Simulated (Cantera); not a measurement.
What does this Cantera script print?

```python
import numpy as np
import cantera as ct

gas_names = """
    B BN B2 N N2
""".split()
cond_names = """
    B(b) B(L) BN(s)
""".split()


# ... load() reads the species with a 1 bar reference pressure and builds the phases ...
atoms = {
    'BN': {'B': 1, 'N': 1},
    'N2': {'N': 2},
}
top_T = {'BN(s)': 3200}  # K; cautious upper limits of use, not melting points


# ... equilibrate(T, P, feed) seeds the gas with the atoms and calls Mixture.equilibrate('TP', solver="vcs", rtol=1e-11, max_steps=5000) ...
results = []
feed = {'BN': 1, 'N2': 0.18}  # mol
P = 13332.2  # Pa
for T in [2298, 2398, 2498, 2598, 2698, 2798, 2898, 2998]:
    mix = equilibrate(T, P, feed)
    results.append((T, P, feed, dict(zip(mix.species_names, mix.species_moles))))
    x = sorted(zip(gas.X, gas.species_names), reverse=True)
    print(f"T = {T:g} K  P = {P:g} Pa  gas = {mix.phase_moles(0):.4g} mol")
    print("   x: " + "  ".join(f"{s} {v:.3e}" for v, s in x if v > 1e-05))
    print("   condensed (mol): " + ("  ".join(f"{mix.phase(i).name} {mix.phase_moles(i):.4g}"
          for i in range(1, mix.n_phases) if mix.phase_moles(i) > 1e-12) or "none"))
```

It prints:

```
T = 2298 K  P = 13332.2 Pa  gas = 0.18 mol
   x: N2 1.000e+00  B 1.524e-05
   condensed (mol): BN(s) 1
T = 2398 K  P = 13332.2 Pa  gas = 0.18 mol
   x: N2 9.999e-01  B 8.697e-05  BN 1.457e-05
   condensed (mol): BN(s) 1
T = 2498 K  P = 13332.2 Pa  gas = 0.1801 mol
   x: N2 9.995e-01  B 4.309e-04  BN 6.056e-05
   condensed (mol): BN(s) 0.9999
T = 2598 K  P = 13332.2 Pa  gas = 0.6812 mol
   x: N2 9.982e-01  B 1.605e-03  BN 1.916e-04
   condensed (mol): B(L) 0.9988
T = 2698 K  P = 13332.2 Pa  gas = 0.6827 mol
   x: N2 9.958e-01  B 3.765e-03  BN 3.863e-04
   condensed (mol): B(L) 0.9972
T = 2798 K  P = 13332.2 Pa  gas = 0.6859 mol
   x: N2 9.910e-01  B 8.293e-03  BN 7.382e-04
   condensed (mol): B(L) 0.9938
T = 2898 K  P = 13332.2 Pa  gas = 0.6924 mol
   x: N2 9.814e-01  B 1.727e-02  BN 1.343e-03  N 1.913e-05  B2 1.235e-05
   condensed (mol): B(L) 0.9871
T = 2998 K  P = 13332.2 Pa  gas = 0.705 mol
   x: N2 9.634e-01  B 3.420e-02  BN 2.334e-03  N 3.695e-05  B2 3.212e-05
   condensed (mol): B(L) 0.9742
```

Cantera equilibrium calculation (NASA polynomials, part measured and part estimated; ideal gas, pure solids and liquids).
